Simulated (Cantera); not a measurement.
Mixture: 3.99 % C₂H₄, 19.3 % O₂, 72.7 % N₂, 3.99 % CO₂, equivalence ratio 0.62, at 3750 Torr, adiabatic and at constant pressure. Ignition delay is the time to a rise of 400 K.

Cantera simulation using GRI-Mech 3.0 (53 species, 325 reactions); the numbers are that mechanism's predictions, not measurements. GRI-Mech 3.0 was tuned for natural gas; its chemistry of ethylene as a main component is partial and can be far from experiment.

Question: Predict: delay at 1200 K; delay at 1300 K; delay at 1400 K; delay at 1500 K; apparent activation energy between 1450 and 1550 K.

Answer: 
* **delay at 1200 K**: 0.761 ms
* **delay at 1300 K**: 77.3 µs
* **delay at 1400 K**: 20.8 µs
* **delay at 1500 K**: 10.5 µs
* **apparent activation energy between 1450 and 1550 K**: 100 kJ/mol
